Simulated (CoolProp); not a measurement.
A single-stage vapour-compression cycle with C3F8 (R218): evaporating at 274.15 K (dew point), condensing at 336.15 K (bubble point), superheat 8 K, subcooling 2 K, compressor efficiency 0.7, no pressure losses. Each further row changes one setting.

Computed with CoolProp (reference Helmholtz-energy equation of state, Lemmon 2006). It is a short technical equation, of lower accuracy than the large ones.

| case | cooling COP | pressure ratio | discharge temperature (K) | refrigerating effect (kJ/kg) | volumetric capacity (kJ/m³) |
|---|---|---|---|---|---|
| as stated | ___ | 5.07 | 337.4 | 22.7 | 890 |
| evaporating temperature 279.15 K | 1.28 | 4.33 | ___ | 25.8 | 1180 |
| condensing temperature 331.15 K | 1.42 | 4.54 | 332.1 | 30.0 | 1180 |
| subcooling 7 K | 1.38 | 5.07 | 337.4 | 30.6 | 1200 |
| superheat 18 K | 1.28 | 5.07 | ___ | ___ | 1150 |
| compressor efficiency 0.6 | 0.876 | 5.07 | 339.6 | 22.7 | 890 |

What belongs in the gaps?


- as stated, cooling COP: 1.02
- evaporating temperature 279.15 K, discharge temperature (K): 338.0
- superheat 18 K, discharge temperature (K): 344.3
- superheat 18 K, refrigerating effect (kJ/kg): 31.1
